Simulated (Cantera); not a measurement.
Charge: 1 mol FeS, 0.4 mol H2S, 8.9 mol H2O, equilibrated at 773.15 K and 75.0 Torr.

Method: chemical equilibrium by Gibbs-energy minimisation in Cantera with the NASA 1993 tables (ideal gas, pure condensed phases). Candidate condensed phases: Fe, FeO, Fe(OH)2, Fe(OH)3, FeS, FeSO4, FeS2, Fe2O3, Fe2(SO4)3, Fe3O4, H2O, H2SO4, S; 22 gas species. FeS: taken at fixed stoichiometry. Gases not in the tables: S3 to S7. The numbers say what is thermodynamically allowed, not how fast it happens.

Base state: H2O 0.955, H2S 0.0412, H2 0.00273, SO2 0.000494, S2 0.000225 (mole fractions); condensed: FeS(s) + FeS2(s).

### Question
What changes in the equilibrium state with this change: H2S from 0.4 to 0.91 mol?

### Answer
```csv
species,before,after
H2O,0.955,0.907
H2S,0.0412,0.0872
H2,0.00273,0.00577
SO2,0.000494,9.97e-5
S2,0.000225,0.000225
"FeS(s), mol",0.993,0.951
"FeS2(s), mol",0.00739,0.0493
```
